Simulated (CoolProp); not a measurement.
Vapour-liquid equilibrium of fluoroethane (R161) (1) + R134a (2) at 291.5 K; x and y are mole fractions of (1).

Model: multi-fluid Helmholtz-energy mixture model, Wu 2012 and Tillner-Roth 1994; pair parameters Bell 2016, in CoolProp.

| x | bubble pressure, mixture model (bar) | bubble pressure, Raoult's law (bar) | y, mixture model | y, Raoult's law |
|---|---|---|---|---|
| 0.05 | 5.506 | 5.543 | … | 0.069 |
| 0.2 | 5.751 | 5.880 | 0.240 | 0.261 |
| 0.35 | … | 6.217 | … | 0.432 |
| 0.5 | … | 6.554 | 0.571 | 0.586 |
| 0.65 | 6.705 | 6.890 | 0.718 | 0.724 |
| 0.8 | 7.100 | 7.227 | 0.850 | 0.850 |
| 0.95 | 7.527 | 7.564 | 0.965 | 0.964 |

**Question.** Fill in the missing entries.

**Answer.** 
- 0.05, y, mixture model: 0.061
- 0.35, bubble pressure, mixture model (bar): 6.031
- 0.35, y, mixture model: 0.411
- 0.5, bubble pressure, mixture model (bar): 6.349

The largest gap from Raoult's law is -3.1 % in bubble pressure, at x = 0.5. No azeotrope shows between x = 0.05 and 0.95.

The pair parameters rest on a limited set of measurements; away from them the model extrapolates.
